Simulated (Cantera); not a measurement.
# Silicon nitride deposition: SiHCl3 + N2 + H2

Feed: 1 mol SiHCl3, 13 mol N2, 0.3 mol H2, equilibrated at 802 °C.

Cantera equilibrium calculation (NASA polynomials, part measured and part estimated; ideal gas, pure solids and liquids). Candidate condensed phases: NH4Cl, Si, Si3N4; 28 gas species. N2 is the only nitrogen source here; it is nearly inert below about 1500 K, so the nitride shown seldom forms there in practice. The tables' values for SiCl3 are old estimates; treat these amounts as uncertain. The numbers say what is thermodynamically allowed, not how fast it happens.

| P (Pa) | x N2 | x HCl | x SiCl4 | x H2 | x SiCl3 | x SiCl2 | x SiHCl3 | n Si3N4(s) |
|---|---|---|---|---|---|---|---|---|
| 5 | 0.868 | 0.0984 | 0.0252 | 0.00586 | 0.00147 | 0.00136 | 1.87e-5 | 0.197 |
| 17 | 0.869 | 0.0967 | 0.0265 | 0.00676 | 0.000917 | 0.000501 | 2.31e-5 | 0.198 |
| 59 | 0.869 | 0.0946 | 0.0275 | 0.00782 | 0.000561 | 0.000181 | 2.83e-5 | 0.197 |
| 210 | 0.870 | 0.0922 | 0.0284 | 0.00904 | 0.000338 | 6.37e-5 | 3.45e-5 | 0.194 |
| 710 | 0.871 | 0.0897 | 0.0291 | 0.0103 | 0.000207 | 2.34e-5 | 4.17e-5 | 0.191 |
| 2400 | 0.871 | 0.0869 | 0.0299 | 0.0117 | 0.000127 | 8.59e-6 | 5.01e-5 | 0.188 |
| 8400 | 0.872 | 0.0839 | 0.0307 | 0.0133 | 7.71e-5 | 3.06e-6 | 6.04e-5 | 0.184 |
| 29000 | 0.873 | 0.0806 | 0.0315 | 0.0149 | 4.69e-5 | 1.11e-6 | 7.23e-5 | 0.181 |
| 100000 | 0.874 | 0.0773 | 0.0324 | 0.0166 | 2.86e-5 | 3.99e-7 | 8.63e-5 | 0.176 |
x: gas mole fraction; n: condensed amount in mol.

From 5.00e-5 bar to 1.00 bar the condensed part is Si3N4(s). The main Si-bearing gas is SiCl4 throughout. The share of Si in condensed phases is highest at 0.000170 bar (59.4 %) and lowest at 1.00 bar (52.9 %).
